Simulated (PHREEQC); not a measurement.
Dissolve 6.6 mmol/kgw TMAH and 11 mmol/kgw Na2SiO3 at 10 °C. Closed to the air; pH follows from the charge balance.

The numbers come from PHREEQC with the ion-association model, phreeqc.dat.

Precipitation was switched off in this run.

**Question.** Order these Si species by the share of Si that they hold, largest first: H2SiO4-2, H4SiO4, H3SiO4-.

**Answer.** H3SiO4- (85 %), H2SiO4-2 (14 %), H4SiO4 (0.19 %)

The pH is 12.66 and the ionic strength 0.0302 mol/kgw. Complexes and solids missing from the database can't appear. (CH3)4N+ isn't in the database: it is added as a free cation with an ion size of 4 Å. At this temperature some constants are extrapolated from 25 °C, and those without enthalpy data are left unchanged.
